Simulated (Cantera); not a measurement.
**HMDSO + O₂ + H₂ + O₃ (silicon oxide and oxynitride deposition)**

A closed system holds: 1 mol HMDSO, a varied amount of O₂, 85 mol H₂, 2.4 mol O₃, equilibrated at 1075 K and 7.40 Pa.

Method: chemical equilibrium by Gibbs-energy minimisation in Cantera with the NASA 1993 tables (ideal gas, pure condensed phases). Candidate condensed phases: C, C₆H₆, C₇H₈, C₈H₁₈, H₂O, Si, SiC, SiO₂; 123 gas species. The feed counts by its element totals alone. Rates play no part.

From 1.9 mol O₂ to 9.5 mol O₂ the condensed part is SiO₂(β-quartz).

```json
[
 {"n(O₂) (mol)": "1.9", "x H₂": "0.921", "x H₂O": "0.0187", "x CO": "0.0587", "x CO₂": "0.00128", "x H": "1.64e-6", "x OH": "1.26e-10", "n SiO₂(β-quartz)": "2.00"},
 {"n(O₂) (mol)": "2.2", "x H₂": "0.916", "x H₂O": "0.0243", "x CO": "0.0583", "x CO₂": "0.00167", "x H": "1.63e-6", "x OH": "1.64e-10", "n SiO₂(β-quartz)": "2.00"},
 {"n(O₂) (mol)": "2.6", "x H₂": "0.908", "x H₂O": "0.0318", "x CO": "0.0578", "x CO₂": "0.00218", "x H": "1.63e-6", "x OH": "2.16e-10", "n SiO₂(β-quartz)": "2.00"},
 {"n(O₂) (mol)": "3", "x H₂": "0.901", "x H₂O": "0.0393", "x CO": "0.0573", "x CO₂": "0.00269", "x H": "1.62e-6", "x OH": "2.68e-10", "n SiO₂(β-quartz)": "2.00"},
 {"n(O₂) (mol)": "3.4", "x H₂": "0.893", "x H₂O": "0.0468", "x CO": "0.0568", "x CO₂": "0.00320", "x H": "1.61e-6", "x OH": "3.20e-10", "n SiO₂(β-quartz)": "2.00"},
 {"n(O₂) (mol)": "4", "x H₂": "0.882", "x H₂O": "0.0580", "x CO": "0.0560", "x CO₂": "0.00397", "x H": "1.60e-6", "x OH": "3.99e-10", "n SiO₂(β-quartz)": "2.00"},
 {"n(O₂) (mol)": "4.6", "x H₂": "0.871", "x H₂O": "0.0693", "x CO": "0.0553", "x CO₂": "0.00473", "x H": "1.59e-6", "x OH": "4.80e-10", "n SiO₂(β-quartz)": "2.00"},
 {"n(O₂) (mol)": "5.3", "x H₂": "0.858", "x H₂O": "0.0824", "x CO": "0.0544", "x CO₂": "0.00562", "x H": "1.58e-6", "x OH": "5.75e-10", "n SiO₂(β-quartz)": "2.00"},
 {"n(O₂) (mol)": "6.1", "x H₂": "0.843", "x H₂O": "0.0974", "x CO": "0.0534", "x CO₂": "0.00663", "x H": "1.57e-6", "x OH": "6.86e-10", "n SiO₂(β-quartz)": "2.00"},
 {"n(O₂) (mol)": "7.1", "x H₂": "0.824", "x H₂O": "0.116", "x CO": "0.0521", "x CO₂": "0.00790", "x H": "1.55e-6", "x OH": "8.27e-10", "n SiO₂(β-quartz)": "2.00"},
 {"n(O₂) (mol)": "8.2", "x H₂": "0.803", "x H₂O": "0.137", "x CO": "0.0507", "x CO₂": "0.00928", "x H": "1.53e-6", "x OH": "9.86e-10", "n SiO₂(β-quartz)": "2.00"},
 {"n(O₂) (mol)": "9.5", "x H₂": "0.779", "x H₂O": "0.161", "x CO": "0.0491", "x CO₂": "0.0109", "x H": "1.51e-6", "x OH": "1.18e-9", "n SiO₂(β-quartz)": "2.00"}
]
```
x: gas mole fraction; n: condensed amount in mol.
